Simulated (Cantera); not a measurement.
## Counterflow diffusion flame

A counterflow diffusion flame at 1.18 atm, nozzles 20 mm apart: fuel side 47.6 % CO, 52.4 % H2 at 450 K, oxidiser side 23.0 % O2, 77.0 % N2 at 500 K, fuel mass flux 0.77 times the oxidiser's; mixture-averaged transport, no radiation.

Detailed kinetics in Cantera: GRI-Mech 3.0 (53 species, 325 reactions). The maximum strain rate includes the flame's own expansion and is several times the mean.

```json
[
 {"oxidiser flux (kg/m²/s)": "0.72", "max strain (1/s)": "409", "mean strain (1/s)": "103", "T max (K)": "2397", "peak x OH": "0.0169", "peak x H": "0.0112", "peak x NO": "0.000348", "peak x CO": "0.515"},
 {"oxidiser flux (kg/m²/s)": "1.2", "max strain (1/s)": "654", "mean strain (1/s)": "172", "T max (K)": "2333", "peak x OH": "0.0173", "peak x H": "0.0135", "peak x NO": "0.000205", "peak x CO": "0.513"},
 {"oxidiser flux (kg/m²/s)": "1.9", "max strain (1/s)": "1000", "mean strain (1/s)": "272", "T max (K)": "2274", "peak x OH": "0.0177", "peak x H": "0.0159", "peak x NO": "0.000132", "peak x CO": "0.512"},
 {"oxidiser flux (kg/m²/s)": "3", "max strain (1/s)": "1540", "mean strain (1/s)": "430", "T max (K)": "2204", "peak x OH": "0.0176", "peak x H": "0.0187", "peak x NO": "8.60e-5", "peak x CO": "0.512"},
 {"oxidiser flux (kg/m²/s)": "4.8", "max strain (1/s)": "2400", "mean strain (1/s)": "688", "T max (K)": "2127", "peak x OH": "0.0173", "peak x H": "0.0219", "peak x NO": "5.89e-5", "peak x CO": "0.512"},
 {"oxidiser flux (kg/m²/s)": "7.7", "max strain (1/s)": "3740", "mean strain (1/s)": "1100", "T max (K)": "2046", "peak x OH": "0.0167", "peak x H": "0.0255", "peak x NO": "4.32e-5", "peak x CO": "0.512"},
 {"oxidiser flux (kg/m²/s)": "12", "max strain (1/s)": "5710", "mean strain (1/s)": "1720", "T max (K)": "1969", "peak x OH": "0.0159", "peak x H": "0.0289", "peak x NO": "3.38e-5", "peak x CO": "0.511"}
]
```
x: mole fraction; the columns are a selection and need not sum to one.
